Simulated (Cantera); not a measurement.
A closed system holds: 1 mol C3H6, 0.068 mol O2, 2.4 mol N2, held at 2200 K and 0.133 bar.

These are equilibrium values from Cantera (NASA tables, ideal gas, pure condensed phases), not measurements of a reactor. Candidate condensed phases: C, C6H6, C7H8, C8H18, H2O; 136 gas species. Equilibrium is a limit: real reactors are often held back by kinetics, nucleation or transport.

Base state: H2 0.524, N2 0.423, CO 0.0244, HCN 0.0142, H 0.0112, C2H2 (acetylene) 0.00134, HNC 0.00112, CN 1.08e-5 (mole fractions); condensed: C(graphite).

### Question
What changes in the equilibrium state with this change: pressure from 0.133 bar to 28.0 Pa?

### Answer
```json
[
 {"species": "N2", "before": "0.423", "after": "0.382"},
 {"species": "H2", "before": "0.524", "after": "0.376"},
 {"species": "H", "before": "0.0112", "after": "0.206"},
 {"species": "HCN", "before": "0.0142", "after": "0.0114"},
 {"species": "CO", "before": "0.0244", "after": "0.0220"},
 {"species": "CN", "before": "1.08e-5", "after": "0.000223"},
 {"species": "C2H", "before": "9.91e-7", "after": "1.83e-5"},
 {"species": "C(graphite), mol", "before": "2.76", "after": "2.77"}
]
```

### Question
What changes in the equilibrium state with this change: temperature from 2200 K to 2048 K?

### Answer
| species | before | after |
|---|---|---|
| H2 | 0.524 | 0.533 |
| N2 | 0.423 | 0.428 |
| CO | 0.0244 | 0.0245 |
| H | 0.0112 | 0.00448 |
| HCN | 0.0142 | 0.00847 |
| CN | 1.08e-5 | 1.87e-6 |
| C2H2 (acetylene) | 0.00134 | 0.000559 |
| HNC | 0.00112 | 0.000524 |
| CH4 | 9.63e-6 | 1.42e-5 |
| C(graphite), mol | 2.76 | 2.81 |
